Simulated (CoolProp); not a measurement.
The numbers come from the reference Helmholtz-energy equation of state, Lemmon 2003 in CoolProp. It is a pseudo-pure fit of the blend.

Problem. For R404A, give the phase and the cp (kJ/(kg K)), speed of sound (m/s), conductivity (mW/(m K)) at 239.4 K and 0.016 MPa; 348.8 K and 1.31 MPa.

Solution. 
- 239.4 K and 0.016 MPa: gas; cp 0.757, speed of sound 151, conductivity 9.02
- 348.8 K and 1.31 MPa: gas; cp 1.07, speed of sound 161, conductivity 18.8

Thermal conductivity comes from a separate model (Geller 2001).
